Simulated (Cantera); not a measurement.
Mixture: CH₄ : O₂ : N₂ = 1 : 2.99 : 11.2 (molar parts), at 28.0 bar, adiabatic and at constant volume. Ignition delay is the time to a rise of 400 K.

Computed with Cantera and GRI-Mech 3.0 (53 species, 325 reactions). The pressure lies above the range GRI-Mech 3.0 was tuned for (to about 10 atm).

What does this change do: CH4 1 to 0.6 parts?


```json
[
 {"quantity": "delay at 1050 K", "before": "10.9 ms", "after": "10.6 ms"},
 {"quantity": "delay at 1250 K", "before": "0.702 ms", "after": "0.645 ms"},
 {"quantity": "delay at 1450 K", "before": "92.8 µs", "after": "84.4 µs"},
 {"quantity": "delay at 1650 K", "before": "17.8 µs", "after": "16.9 µs"},
 {"quantity": "delay at 1850 K", "before": "4.50 µs", "after": "4.58 µs"},
 {"quantity": "apparent activation energy between 1750 and 1950 K", "before": "180 kJ/mol", "after": "170 kJ/mol"}
]
```

What does this change do: CH4 1 to 2.3 parts?


```json
[
 {"quantity": "delay at 1050 K", "before": "10.9 ms", "after": "13.3 ms"},
 {"quantity": "delay at 1250 K", "before": "0.702 ms", "after": "0.950 ms"},
 {"quantity": "delay at 1450 K", "before": "92.8 µs", "after": "0.125 ms"},
 {"quantity": "delay at 1650 K", "before": "17.8 µs", "after": "21.9 µs"},
 {"quantity": "delay at 1850 K", "before": "4.50 µs", "after": "4.91 µs"},
 {"quantity": "apparent activation energy between 1750 and 1950 K", "before": "180 kJ/mol", "after": "190 kJ/mol"}
]
```

What does this change do: 0.021 parts H2 added?


```
quantity                                                before       after
--------------------------------------------------  ----------  ----------
delay at 1050 K                                        10.9 ms     7.05 ms
delay at 1250 K                                       0.702 ms    0.559 ms
delay at 1450 K                                        92.8 µs     82.5 µs
delay at 1650 K                                        17.8 µs     16.6 µs
delay at 1850 K                                        4.50 µs     4.33 µs
apparent activation energy between 1750 and 1950 K  180 kJ/mol  170 kJ/mol
```
